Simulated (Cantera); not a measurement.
**Si + HF + H₂ (silicon etching in halogen gases)**

Feed: 1 mol Si, 2.6 mol HF, 5.4 mol H₂, held at 1173.15 K.

Equilibrium computed with Cantera from the NASA thermochemical tables; the gas is ideal and each condensed phase is pure. Candidate condensed phases: Si; 25 gas species. The tables' values for SiF₃, SiF₂ are old estimates; treat these amounts as uncertain. Kinetics and transport are ignored.

| P (Pa) | x H₂ | x SiF₄ | x SiHF₃ | x SiF₃ | x SiF₂ | n Si(s) |
|---|---|---|---|---|---|---|
| 1 | 0.905 | 0.0745 | 0.000870 | 0.0143 | 0.00326 | 0.313 |
| 10 | 0.908 | 0.0798 | 0.00163 | 0.00848 | 0.00107 | 0.329 |
| 100 | 0.909 | 0.0821 | 0.00297 | 0.00487 | 0.000342 | 0.335 |
| 1000 | 0.909 | 0.0822 | 0.00528 | 0.00274 | 0.000108 | 0.335 |
| 10000 | 0.908 | 0.0802 | 0.00922 | 0.00151 | 3.38e-5 | 0.329 |
| 100000 | 0.906 | 0.0756 | 0.0157 | 0.000815 | 1.04e-5 | 0.314 |
x: gas mole fraction; n: condensed amount in mol.

From 1.00 Pa to 1.00 bar the condensed part is Si(s). The main Si-bearing gas is SiF₄ throughout.
